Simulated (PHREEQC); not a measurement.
Consider water at 25 °C with 1.9 mmol/kgw CdCl2, 45 mmol/kgw HCl and 150 mmol/kgw NaCl. Closed to the air; pH follows from the charge balance.

All values are PHREEQC results (ion-association model, phreeqc.dat), not measurements.

| quantity | before | after |
|---|---|---|
| pH | 1.45 | 1.45 |
| CdCl+ (mol/kgw) | 0.00115 | 0.000231 |
| CdCl2 (mol/kgw) | 0.000483 | 2.39e-5 |
| Cd+2 (mol/kgw) | 0.000205 | 0.000167 |
| CdCl3- (mol/kgw) | 6.01e-5 | 7.34e-7 |
| SI of Halite (NaCl) | -3.37 | -3.98 |

### Question
Which change was made?
A) temperature from 25 to 50 °C
B) NaCl replaced by NaBr at the same molality
C) diluted 2-fold with water
D) NaCl from 0.15 to 0.225 mol/kgw
E) temperature from 25 to 5 °C

### Answer
B, NaCl replaced by NaBr at the same molality

Precipitation was switched off in this run.
